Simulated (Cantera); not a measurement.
Input (Python, Cantera):

```python
import numpy as np
import cantera as ct

gas = ct.Solution("gri30.yaml")
gas.TPX = 725, 2000000, {'C3H8': 1, 'O2': 5.62, 'N2': 21.1, 'H2O': 2.9}
inlet = ct.Reservoir(gas, clone=True)
gas.equilibrate("HP")  # start burning
reactor = ct.IdealGasConstPressureReactor(gas, energy="on", clone=False)
exhaust = ct.Reservoir(gas, clone=True)
tau = [0.023, 0.013, 0.0067, 0.0036, 0.0019, 0.001, 0.00054, 0.00029, 0.00015, 8.3e-05, 4.4e-05, 2.4e-05, 1.3e-05][0]
for a, b in ((inlet, reactor), (reactor, exhaust)):
    ct.MassFlowController(a, b, mdot=lambda t: reactor.mass / tau)
net = ct.ReactorNet([reactor])
show = ['C3H8', 'O2', 'H2O', 'H', 'NO', 'CO2', 'OH']

rows = []
print(f"{'tau/s':>10s}{'T/K':>9s}" + "".join(f"{s:>11s}" for s in show))
for tau in [0.023, 0.013, 0.0067, 0.0036, 0.0019, 0.001, 0.00054, 0.00029, 0.00015, 8.3e-05, 4.4e-05, 2.4e-05, 1.3e-05]:
    net.initial_time = 0.0
    net.advance(30 * tau)
    before = gas.X
    net.advance(40 * tau)
    drift = np.max(np.abs(gas.X - before) / (gas.X + 1e-9))
    rows.append([gas.T, *gas[show].X, drift])
    print(f"{tau:10.3e}{gas.T:9.1f}" + "".join(f"{x:11.3e}" for x in gas[show].X))
```

It prints:

```
     tau/s      T/K       C3H8         O2        H2O          H         NO        CO2         OH
 2.300e-02   2321.7  6.052e-08  1.899e-02  2.153e-01  7.271e-05  2.424e-03  9.255e-02  3.051e-03
 1.300e-02   2322.3  1.062e-07  1.929e-02  2.152e-01  7.476e-05  1.863e-03  9.250e-02  3.087e-03
 6.700e-03   2322.3  2.037e-07  1.964e-02  2.152e-01  7.874e-05  1.286e-03  9.238e-02  3.138e-03
 3.600e-03   2321.2  3.745e-07  1.996e-02  2.150e-01  8.530e-05  8.724e-04  9.217e-02  3.201e-03
 1.900e-03   2318.3  6.974e-07  2.030e-02  2.148e-01  9.730e-05  5.789e-04  9.181e-02  3.296e-03
 1.000e-03   2312.8  1.292e-06  2.075e-02  2.144e-01  1.188e-04  3.914e-04  9.118e-02  3.441e-03
 5.400e-04   2304.0  2.307e-06  2.134e-02  2.139e-01  1.543e-04  2.794e-04  9.023e-02  3.645e-03
 2.900e-04   2290.6  4.087e-06  2.219e-02  2.131e-01  2.131e-04  2.069e-04  8.879e-02  3.921e-03
 1.500e-04   2270.1  7.398e-06  2.349e-02  2.119e-01  3.125e-04  1.548e-04  8.658e-02  4.271e-03
 8.300e-05   2244.8  1.254e-05  2.513e-02  2.105e-01  4.445e-04  1.200e-04  8.383e-02  4.592e-03
 4.400e-05   2208.3  2.230e-05  2.759e-02  2.086e-01  6.371e-04  8.974e-05  7.977e-02  4.855e-03
 2.400e-05   2160.1  4.024e-05  3.107e-02  2.063e-01  8.569e-04  6.407e-05  7.421e-02  4.873e-03
 1.300e-05   2083.4  8.409e-05  3.717e-02  2.033e-01  1.028e-03  3.673e-05  6.494e-02  4.263e-03
```

Model: GRI-Mech 3.0 (53 species, 325 reactions), integrated in Cantera. GRI-Mech 3.0 was tuned for natural gas; its chemistry of propane as a main component is partial and can be far from experiment. The pressure lies above the range GRI-Mech 3.0 was tuned for (to about 10 atm).
